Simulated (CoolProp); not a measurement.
A single-stage vapour-compression cycle with hydrogen sulfide: evaporating at 275.15 K (dew point), condensing at 325.15 K (bubble point), superheat 5 K, subcooling 8 K, compressor efficiency 0.7, no pressure losses. Each further row changes one setting.

Model: reference Helmholtz-energy equation of state, Lemmon 2006, in CoolProp. It is a short technical equation, of lower accuracy than the large ones.

| case | cooling COP | pressure ratio | discharge temperature (K) | refrigerating effect (kJ/kg) | volumetric capacity (kJ/m³) |
|---|---|---|---|---|---|
| as stated | 3.05 | 3.38 | 411.2 | 372 | 6700 |
| evaporating temperature 280.15 K | 3.51 | 2.94 | 400.5 | 374 | 7730 |
| condensing temperature 320.15 K | 3.49 | 3.05 | 398.4 | 384 | 6920 |
| subcooling 13 K | 3.15 | 3.38 | 411.2 | 384 | 6920 |
| superheat 15 K | 2.99 | 3.38 | 426.1 | 384 | 6590 |
| compressor efficiency 0.6 | 2.61 | 3.38 | 427.5 | 372 | 6700 |
